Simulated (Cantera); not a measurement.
Input (Python, Cantera):

```python
import numpy as np
import cantera as ct

gas = ct.Solution("gri30.yaml")
gas.TPX = 1800, 10000, {'CH4': 1, 'H2O': 0.66}
reactor = ct.IdealGasConstPressureReactor(gas, energy="off", clone=False)
net = ct.ReactorNet([reactor])
net.rtol, net.atol = 1e-08, 1e-18
show = ['CH4', 'H2O', 'CH2', 'CO', 'C2H4', 'CH2O', 'H']
times = np.geomspace(6e-06, 4, 14)

steps = ct.SolutionArray(gas, extra=["t"])
rows = []
print(f"{'t/s':>10s}{'T/K':>9s}{'P/Pa':>11s}" + "".join(f"{s:>11s}" for s in show))
for t in times:
    while net.time < t:
        t_next = net.step()
        steps.append(gas.state, t=t_next)
    rows.append([np.interp(t, steps.t, y) for y in (steps.T, steps.P, *steps(*show).X.T)])
    print(f"{t:10.3e}{rows[-1][0]:9.1f}{rows[-1][1]:11.4g}" + "".join(f"{x:11.3e}" for x in rows[-1][2:]))
rate = np.gradient(steps.T, steps.t)
print("integrator steps:", len(steps.t))
if steps.T.max() > steps.T[0] + 200:
    print(f"time of steepest temperature rise: {steps.t[rate.argmax()]:.4e} s")
gas.TPX = 1800, 10000, {'CH4': 1, 'H2O': 0.66}
gas.equilibrate("TP")
print(f"equilibrium (TP): T = {gas.T:.1f} K  " + "  ".join(f"{s} {gas[s].X[0]:.3e}" for s in show))
```

Result:

```
       t/s      T/K       P/Pa        CH4        H2O        CH2         CO       C2H4       CH2O          H
 6.000e-06   1800.0      1e+04  6.023e-01  3.976e-01  1.271e-09  8.275e-14  6.143e-09  2.048e-10  3.912e-06
 1.683e-05   1800.0      1e+04  6.020e-01  3.975e-01  1.001e-08  5.841e-12  2.197e-07  3.607e-09  3.948e-06
 4.722e-05   1800.0      1e+04  6.012e-01  3.974e-01  7.574e-08  5.699e-10  5.884e-06  6.913e-08  4.255e-06
 1.325e-04   1800.0      1e+04  5.987e-01  3.970e-01  5.220e-07  7.046e-08  1.329e-04  1.329e-06  6.643e-06
 3.716e-04   1800.0      1e+04  5.867e-01  3.952e-01  2.779e-06  7.451e-06  2.408e-03  1.815e-05  2.352e-05
 1.043e-03   1800.0      1e+04  5.039e-01  3.800e-01  7.652e-06  2.552e-04  2.115e-02  6.018e-05  1.280e-04
 2.925e-03   1800.0      1e+04  3.032e-01  3.270e-01  5.821e-06  1.348e-03  1.788e-02  2.945e-05  3.269e-04
 8.205e-03   1800.0      1e+04  1.505e-01  2.814e-01  3.743e-06  4.014e-03  3.595e-03  1.171e-05  5.001e-04
 2.302e-02   1800.0      1e+04  6.100e-02  2.482e-01  2.443e-06  1.115e-02  7.927e-04  4.691e-06  6.836e-04
 6.458e-02   1800.0      1e+04  2.535e-02  2.117e-01  1.596e-06  3.003e-02  3.253e-04  1.955e-06  8.549e-04
 1.812e-01   1800.0      1e+04  1.705e-02  1.557e-01  1.060e-06  6.942e-02  2.394e-04  9.284e-07  9.145e-04
 5.082e-01   1800.0      1e+04  1.180e-02  8.818e-02  6.143e-07  1.229e-01  1.731e-04  3.263e-07  9.407e-04
 1.426e+00   1800.0      1e+04  6.537e-03  3.308e-02  2.937e-07  1.698e-01  1.189e-04  6.661e-08  9.666e-04
 4.000e+00   1800.0      1e+04  2.644e-03  5.304e-03  1.082e-07  1.943e-01  9.238e-05  9.816e-09  9.823e-04
integrator steps: 1546
equilibrium (TP): T = 1800.0 K  CH4 8.413e-04  H2O 2.133e-07  CH2 3.314e-08  CO 1.989e-01  C2H4 8.814e-05  CH2O 6.181e-09  H 9.866e-04
```

Computed with Cantera and GRI-Mech 3.0 (53 species, 325 reactions). GRI-Mech 3.0 stops at C3 and has no aromatics, soot or wall deposition, so with more carbon than oxygen in the feed, carbon stays in small species such as C2H2 where larger ones or solid carbon would form.
